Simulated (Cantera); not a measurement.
Equilibrium for halide evaporation, hydrolysis and transport: KCl + HCl + H2

Input: 1 mol KCl, 2 mol HCl, 0.26 mol H2, held at 1.33 mbar.

Method: chemical equilibrium by Gibbs-energy minimisation in Cantera with the NASA 1993 tables (ideal gas, pure condensed phases). Candidate condensed phases: K, KCl; 10 gas species. Rates play no part.

| T (K) | log p HCl | log p KCl | log p H2 | log p K2Cl2 | log p Cl | log p H | log p K |
|---|---|---|---|---|---|---|---|
| 1150 | -3.08 | -3.43 | -3.97 | -4.62 | -8.28 | -9.11 | -9.75 |
| 1250 | -3.09 | -3.40 | -3.97 | -5.21 | -7.48 | -8.30 | -8.95 |
| 1350 | -3.09 | -3.39 | -3.97 | -5.76 | -6.80 | -7.61 | -8.29 |
| 1450 | -3.09 | -3.39 | -3.97 | -6.24 | -6.21 | -7.01 | -7.73 |
| 1550 | -3.09 | -3.39 | -3.97 | -6.65 | -5.70 | -6.49 | -7.24 |
| 1650 | -3.09 | -3.39 | -3.97 | -7.02 | -5.26 | -6.02 | -6.80 |
| 1750 | -3.10 | -3.39 | -3.95 | -7.35 | -4.87 | -5.61 | -6.41 |
log p: log10 of the partial pressure in bar; nothing condenses.

From 1150 K to 1750 K nothing is condensed. The main K-bearing gas is KCl throughout.
